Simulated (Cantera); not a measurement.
**Ignition delay**

Mixture: CH₄ : C₂H₆ : O₂ : N₂ = 1 : 0.057 : 3.1 : 11.6 (molar parts), at 100000 Pa, adiabatic and at constant volume. Ignition delay is the time to a rise of 400 K.

Detailed kinetics in Cantera: GRI-Mech 3.0 (53 species, 325 reactions).

```json
[
 {"T0 (K)": "1375", "delay (ms)": "1.19"},
 {"T0 (K)": "1450", "delay (ms)": "0.535"},
 {"T0 (K)": "1525", "delay (ms)": "0.261"},
 {"T0 (K)": "1600", "delay (ms)": "0.139"},
 {"T0 (K)": "1675", "delay (ms)": "0.0814"}
]
```

```json
{
 "apparent activation energy between 1525 and 1675 K": "170 kJ/mol"
}
```
